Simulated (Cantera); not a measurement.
## Silicon oxide and oxynitride deposition: SiH2Cl2 + NO

A closed system holds: 1 mol SiH2Cl2, 12 mol NO, held at 1075 K and 30.0 Pa.

These are equilibrium values from Cantera (NASA tables, ideal gas, pure condensed phases), not measurements of a reactor. Candidate condensed phases: H2O, NH4Cl, Si, SiO2, Si2N2O, Si3N4; 47 gas species. Kinetics and transport are ignored.

| Quantity | Result |
|---|---|
| x(N2) | 0.462 |
| x(O2) | 0.381 |
| x(HCl) | 0.139 |
| x(H2O) | 0.00778 |
| x(Cl2) | 0.00543 |
| x(Cl) | 0.00470 |
| x(NO) | 6.95e-5 |
| x(ClO) | 2.58e-6 |
| x(OH) | 1.11e-6 |
| n(SiO2(β-quartz)) | 1.00 mol |
| gas amount | 12.98 mol |
| log10 activity of Si(s) (absent) | -30.90 |
